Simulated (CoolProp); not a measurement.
Properties of R123 along the isobar 1.01 bar.

Computed with CoolProp (reference Helmholtz-energy equation of state, Younglove 1994). It is a modified Benedict-Webb-Rubin equation, recast in Helmholtz form.

```tsv
T (K)	phase	density (kg/m³)	expansivity (1/kK)	conductivity (mW/(m K))
387.1	gas	4.883	2.743	…
396.5	gas	4.760	2.665	14.9
405.9	gas	4.644	2.592	15.4
415.3	gas	4.534	2.523	…
424.7	gas	4.429	2.459	…
434.1	gas	4.329	2.398	17.0
443.5	gas	4.234	2.341	17.6
452.9	gas	4.143	2.287	…
462.4	gas	4.055	2.234	18.6
471.8	gas	3.971	2.185	19.2
481.2	gas	3.891	2.139	19.7
490.6	gas	3.815	2.094	…
500	gas	3.741	2.052	20.8
```

**Question.** Fill in the missing entries.

**Answer.** 
- 387.1, conductivity (mW/(m K)): 14.3
- 415.3, conductivity (mW/(m K)): 16.0
- 424.7, conductivity (mW/(m K)): 16.5
- 452.9, conductivity (mW/(m K)): 18.1
- 490.6, conductivity (mW/(m K)): 20.2

Thermal conductivity comes from a separate model (Laesecke 1996).
